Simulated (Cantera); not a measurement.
Input: 1 mol CaO, 1.4 mol F₂, 13 mol H₂, equilibrated at 377 °C and 10.0 Torr.

Cantera equilibrium calculation (NASA polynomials, part measured and part estimated; ideal gas, pure solids and liquids). Candidate condensed phases: Ca, CaF₂, CaO, Ca(OH)₂, H₂O; 29 gas species. Kinetics and transport are ignored.

Base state: H₂ 0.866, H₂O 0.0746, HF 0.0597 (mole fractions); condensed: CaF₂(s).

### Question
What changes in the equilibrium state with this change: temperature from 377 °C to 1452 °C?

### Answer
```csv
species,before,after
H₂,0.866,0.834
HF,0.0597,0.108
H₂O,0.0746,0.0466
CaF₂,<1e-9,0.00935
H,<1e-9,0.00147
CaF,<1e-9,5.04e-5
"CaF₂(s), mol",1.00,0
"CaF₂(l), mol",0,0.517
"CaO(s), mol",0,0.353
```
Mutual solubility and eutectic melting of coexisting phases are not modelled.

### Question
What changes in the equilibrium state with this change: F₂ from 1.4 to 0.63 mol?

### Answer
```json
[
 {"species": "H₂", "before": "0.866", "after": "0.952"},
 {"species": "H₂O", "before": "0.0746", "after": "0.0485"},
 {"species": "HF", "before": "0.0597", "after": "1.15e-8"},
 {"species": "CaF₂(s), mol", "before": "1.00", "after": "0.630"},
 {"species": "CaO(s), mol", "before": "0", "after": "0.370"}
]
```
